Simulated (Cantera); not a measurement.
## Equilibrium for abatement and gas-phase synthesis: CS₂ + H₂

A closed system holds: 1 mol CS₂, 0.066 mol H₂, at 2248 K and 100 Torr.

Cantera equilibrium calculation (NASA polynomials, part measured and part estimated; ideal gas, pure solids and liquids). Candidate condensed phases: C, C₆H₆, C₇H₈, C₈H₁₈, S; 83 gas species. Equilibrium is a limit: real reactors are often held back by kinetics, nucleation or transport.

x(CS₂): 0.438
x(CS): 0.335
x(S₂): 0.155
x(H₂): 0.0422
x(S): 0.0146
x(SH): 0.00942
x(H): 0.00413
x(H₂S): 0.00196
x(C₂H₂ (acetylene)): 7.34e-5
gas amount: 1.294 mol
log10 activity of C(graphite) (absent): -0.14
log10 activity of S(l) (absent): -2.53
